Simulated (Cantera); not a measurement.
# Pyrogenic steam for wet oxidation

An isothermal, constant-pressure homogeneous reactor starts with 13.5 % H₂, 37.6 % O₂, 48.9 % N₂, at 1298 K and 100000 Pa.

Model: the H2/O2 subset of GRI-Mech 3.0, which has no nitrogen chemistry, integrated in Cantera. The temperature is held fixed by assumption; the heat of reaction is taken as removed at once.

```tsv
t (s)	x H₂	x O₂	x O	x H₂O	x HO₂	x H₂O₂	x H
2.00e-6	0.135	0.376	2.50e-8	4.41e-8	4.37e-8	7.53e-11	5.31e-8
9.28e-6	0.135	0.376	1.02e-5	3.17e-5	2.94e-6	7.90e-9	1.88e-5
4.31e-5	0.00270	0.328	0.00416	0.139	0.000138	8.99e-6	0.00131
0.000200	0.000100	0.330	0.000111	0.145	1.34e-5	1.28e-6	5.27e-6
0.000928	4.21e-6	0.331	8.99e-6	0.145	1.25e-6	2.30e-7	1.14e-7
0.00431	2.84e-7	0.331	1.28e-6	0.145	1.90e-7	4.56e-8	5.85e-9
0.0200	4.92e-8	0.331	2.55e-7	0.145	6.65e-8	1.06e-8	5.41e-10
0.0928	2.20e-8	0.331	1.03e-7	0.145	6.19e-8	4.69e-9	1.66e-10
0.431	2.13e-8	0.331	9.87e-8	0.145	6.22e-8	4.51e-9	1.57e-10
2.00	2.13e-8	0.331	9.87e-8	0.145	6.22e-8	4.51e-9	1.57e-10
9.28	2.13e-8	0.331	9.87e-8	0.145	6.22e-8	4.51e-9	1.57e-10
43.1	2.13e-8	0.331	9.87e-8	0.145	6.22e-8	4.51e-9	1.57e-10
200	2.13e-8	0.331	9.87e-8	0.145	6.22e-8	4.51e-9	1.57e-10
```
x: mole fraction; the columns are a selection and need not sum to one.

Equilibrium at this temperature and pressure: H₂ 2.13e-8, O₂ 0.331, O 9.87e-8, H₂O 0.145, HO₂ 6.22e-8, H₂O₂ 4.51e-9, H 1.57e-10 (gas phase only).
